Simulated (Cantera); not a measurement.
A closed system holds: 1 mol Si₂Cl₆, 1.4 mol HCl, 27 mol H₂, at 78.0 mbar.

These are equilibrium values from Cantera (NASA tables, ideal gas, pure condensed phases), not measurements of a reactor. Candidate condensed phases: Si; 19 gas species. The feed counts by its element totals alone. The tables' values for SiCl₃ are old estimates; treat these amounts as uncertain. Rates play no part. All values below are at 1000 K.

Base state: H₂ 0.919, SiCl₄ 0.0446, HCl 0.0179, SiHCl₃ 0.0161, SiCl₃ 0.00105, SiH₂Cl₂ 0.000627, SiCl₂ 0.000595 (mole fractions); condensed: Si(s).

Task: What changes in the equilibrium state with this change: Si₂Cl₆ replaced by SiH₄?

Result: 
```
species       before     after
----------  --------  --------
H₂             0.919     0.979
HCl           0.0179    0.0111
SiCl₄         0.0446   0.00577
SiHCl₃        0.0161   0.00358
SiCl₃        0.00105  0.000226
SiCl₂       0.000595  0.000214
SiH₂Cl₂     0.000627  0.000240
Si(s), mol     0.138     0.698
```
